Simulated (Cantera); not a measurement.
Hydrocarbon pyrolysis for carbon deposition

A perfectly stirred reactor is fed with CH4 : N2 = 1 : 3 (molar parts), at 0.00300 bar; it is held at 1475 K, and followed from long to short residence time.

Detailed kinetics in Cantera: GRI-Mech 3.0 (53 species, 325 reactions). GRI-Mech 3.0 stops at C3 and has no aromatics, soot or wall deposition, so with more carbon than oxygen in the feed, carbon stays in small species such as C2H2 where larger ones or solid carbon would form. Radical loss at walls, strong at low pressure, is not modelled.

| τ (s) | x CH4 | x H | x HCN | x H2 | x CH2 | x C2H |
|---|---|---|---|---|---|---|
| 7.9 | 0.185 | 1.28e-5 | 6.04e-9 | 0.0758 | 6.72e-8 | 6.26e-9 |
| 3.7 | 0.216 | 6.23e-6 | 1.33e-9 | 0.0381 | 6.46e-8 | 2.65e-9 |
| 1.8 | 0.238 | 1.91e-6 | 1.38e-10 | 0.0127 | 4.41e-8 | 5.89e-10 |
| 0.83 | 0.248 | 3.00e-7 | 3.97e-12 | 0.00201 | 1.59e-8 | 4.62e-11 |
| 0.39 | 0.250 | 6.21e-8 | <1e-12 | 0.000287 | 4.10e-9 | 3.32e-12 |
| 0.19 | 0.250 | 2.59e-8 | <1e-12 | 6.47e-5 | 1.03e-9 | <1e-12 |
| 0.087 | 0.250 | 1.80e-8 | <1e-12 | 2.11e-5 | 2.24e-10 | <1e-12 |
| 0.041 | 0.250 | 1.63e-8 | <1e-12 | 9.09e-6 | 5.09e-11 | <1e-12 |
| 0.019 | 0.250 | 1.60e-8 | <1e-12 | 4.12e-6 | 1.13e-11 | <1e-12 |
| 0.0092 | 0.250 | 1.58e-8 | <1e-12 | 1.98e-6 | 2.79e-12 | <1e-12 |
| 0.0043 | 0.250 | 1.57e-8 | <1e-12 | 9.15e-7 | <1e-12 | <1e-12 |
x: mole fraction; the columns are a selection and need not sum to one.
